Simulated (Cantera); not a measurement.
## NO annealing gas

An isothermal, constant-pressure homogeneous reactor starts with 64.1 % NO, 35.9 % N₂, at 1800 K and 1300 Pa.

Computed with Cantera and GRI-Mech 3.0 (53 species, 325 reactions). Radical loss at walls, strong at low pressure, is not modelled.

```
t (s)      x NO   x N₂     x N₂O      x O₂       x O
--------  -----  -----  --------  --------  --------
0.000500  0.641  0.359   6.17e-7  6.81e-10   6.17e-7
0.00140   0.641  0.359   1.72e-6   5.21e-9   1.72e-6
0.00389   0.641  0.359   4.75e-6   4.06e-8   4.76e-6
0.0109    0.641  0.359   1.29e-5   3.24e-7   1.31e-5
0.0303    0.641  0.359   3.35e-5   2.95e-6   3.55e-5
0.0847    0.641  0.359   7.61e-5   3.25e-5   8.52e-5
0.236     0.640  0.359  0.000126  0.000237  0.000129
0.659     0.639  0.360  0.000141  0.000962  0.000141
1.84      0.635  0.362  0.000138   0.00304  0.000150
5.14      0.623  0.368  0.000129   0.00894  0.000174
14.3      0.589  0.385  0.000109    0.0257  0.000226
40.0      0.497  0.431   7.08e-5    0.0717  0.000323
```
x: mole fraction; the columns are a selection and need not sum to one.

Equilibrium at this temperature and pressure: NO 0.00476, N₂ 0.677, N₂O 2.89e-8, O₂ 0.318, O 0.000605 (gas phase only).
